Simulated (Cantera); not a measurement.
A perfectly stirred reactor is fed with CH4 : O2 : N2 = 0.012 : 0.022 : 1 (molar parts), equivalence ratio 1.1, at 7500 Torr; it is held at 1048 K, and followed from long to short residence time.

Detailed kinetics in Cantera: GRI-Mech 3.0 (53 species, 325 reactions). The temperature is held fixed by assumption; the heat of reaction is taken as removed at once.

### Question
What does this change do: pressure from 7500 Torr to 760 Torr?

### Answer
```
quantity                   before     after
-----------------------  --------  --------
x(CH4) at τ = 0.730 s     0.00156    0.0116
x(O2) at τ = 0.730 s      0.00387    0.0213
x(OH) at τ = 0.730 s      4.54e-8  5.45e-11
x(CH2CO) at τ = 0.730 s   6.01e-6  1.45e-10
x(CH2) at τ = 0.730 s    2.61e-11    <1e-12
x(CH4) at τ = 6.90 ms      0.0116    0.0116
x(O2) at τ = 6.90 ms       0.0213    0.0213
x(OH) at τ = 6.90 ms     1.50e-11  1.08e-12
x(CH2CO) at τ = 6.90 ms    <1e-12    <1e-12
x(CH2) at τ = 6.90 ms      <1e-12    <1e-12
```
